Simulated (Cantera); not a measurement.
Feed: 1 mol HMDSO, 3.6 mol H₂O, 36 mol H₂, equilibrated at 2123 K and 0.000160 bar.

These are equilibrium values from Cantera (NASA tables, ideal gas, pure condensed phases), not measurements of a reactor. Candidate condensed phases: C, C₆H₆, C₇H₈, C₈H₁₈, H₂O, Si, SiC, SiO₂; 123 gas species. The feed counts by its element totals alone. Equilibrium is a limit: real reactors are often held back by kinetics, nucleation or transport.

Base state: H₂ 0.663, H 0.231, CO 0.0735, Si 0.0287, SiC₂ 0.00204, C₂H₂ (acetylene) 0.00110, Si₂C 0.000412, SiO 0.000288 (mole fractions); condensed: C(graphite).

**Question.** What changes in the equilibrium state with this change: temperature from 2123 K to 1750 K?

**Answer.** 
| species | before | after |
|---|---|---|
| H₂ | 0.663 | 0.896 |
| CO | 0.0735 | 0.0804 |
| H | 0.231 | 0.0174 |
| Si | 0.0287 | 0.000660 |
| SiO | 0.000288 | 0.00526 |
| C₂H | 1.06e-5 | 1.03e-9 |
| SiC₂ | 0.00204 | 5.22e-7 |
| C₂H₂ (acetylene) | 0.00110 | 7.55e-6 |
| Si₂C | 0.000412 | 5.33e-6 |
| Si₂ | 1.06e-5 | 2.40e-7 |
| C(graphite), mol | 0.999 | 0 |
| SiC(s), mol | 0 | 1.68 |
